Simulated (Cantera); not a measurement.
An adiabatic, constant-pressure homogeneous reactor starts with H₂ : O₂ : N₂ = 1 : 1.02 : 3.84 (molar parts), equivalence ratio 0.49, at 1273 K and 0.260 bar.

Cantera simulation using GRI-Mech 3.0 (53 species, 325 reactions); the numbers are that mechanism's predictions, not measurements.

Problem. Predict: time of steepest temperature rise; temperature at 1.00 s; equilibrium temperature; x(H₂) at 1.00 s; x(O₂) at 1.00 s; x(O) at 1.00 s; x(NO) at 1.00 s; x(OH) at 1.00 s; x(H₂O₂) at 1.00 s.

Solution. 
| Item | Value |
|---|---|
| time of steepest temperature rise | 0.126 ms |
| temperature at 1.00 s | 2346 K |
| equilibrium temperature | 2346 K |
| x(H₂) at 1.00 s | 0.00313 (gas-phase equilibrium 0.00313) |
| x(O₂) at 1.00 s | 0.0878 (gas-phase equilibrium 0.0878) |
| x(O) at 1.00 s | 0.00378 (gas-phase equilibrium 0.00378) |
| x(NO) at 1.00 s | 0.0106 (gas-phase equilibrium 0.0106) |
| x(OH) at 1.00 s | 0.0129 (gas-phase equilibrium 0.0129) |
| x(H₂O₂) at 1.00 s | 1.31e-7 (gas-phase equilibrium 1.31e-7) |
